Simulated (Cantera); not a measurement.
Thermodynamics of calcination and drying, feed CsOH + H2O + O2

Input: 1 mol CsOH, 0.21 mol H2O, 0.14 mol O2, held at 2223 K and 1 atm.

These are equilibrium values from Cantera (NASA tables, ideal gas, pure condensed phases), not measurements of a reactor. Candidate condensed phases: Cs, CsOH, H2O; 15 gas species. Rates play no part.

- x(CsOH): 0.680
- x(H2O): 0.166
- x(O2): 0.108
- x(Cs): 0.0364
- x(OH): 0.00594
- x(CsO): 0.00179
- x(O): 0.00102
- x(H2): 0.000662
- x(H): 0.000164
- gas amount: 1.392 mol
- log10 activity of CsOH(l) (absent): -2.15
